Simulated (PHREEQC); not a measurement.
Acid mine or pickling water: an equilibrium model

Synthetic water in mmol/kgw, 25 °C, pH 3.15, pe 10.4: Na 8.22; K 0.0778; Ca 7.68; Mg 1.26; Cl 7.52; S(6) 10.5; Pb 0.0228; Mn(2) 0.0029.

Cl is adjusted to close the charge balance.
Valence states are taken as typed.

Equilibrium calculation in PHREEQC: ion-association model, wateq4f.dat.

No solid was allowed to form.

**Question.** Estimate the ionic strength.

**Answer.** ionic strength 0.0357 mol/kgw.

**Question.** In which forms is Mn present?

**Answer.** Mn+2 73 %, MnSO4 26 %, MnCl+ 1.0 % of the Mn.

The solution is supersaturated, for example in Anglesite, so a real one may precipitate; this is no full list.
